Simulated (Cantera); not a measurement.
# Ignition delay

Mixture: 6.99 % CH3OH, 17.2 % O2, 64.6 % N2, 11.2 % CO2, at 1950 Torr, adiabatic and at constant volume. Ignition delay is the time to a rise of 400 K.

Cantera simulation using GRI-Mech 3.0 (53 species, 325 reactions); the numbers are that mechanism's predictions, not measurements. GRI-Mech 3.0 was tuned for natural gas; its chemistry of methanol as a main component is partial and can be far from experiment.

```tsv
T0 (K)	delay (ms)
1175	7.04
1275	1.44
1375	0.391
1475	0.134
1575	0.0551
1675	0.0261
1775	0.0137
1875	0.00777
```

```json
{
  "apparent activation energy between 1675 and 1875 K": "160 kJ/mol"
}
```
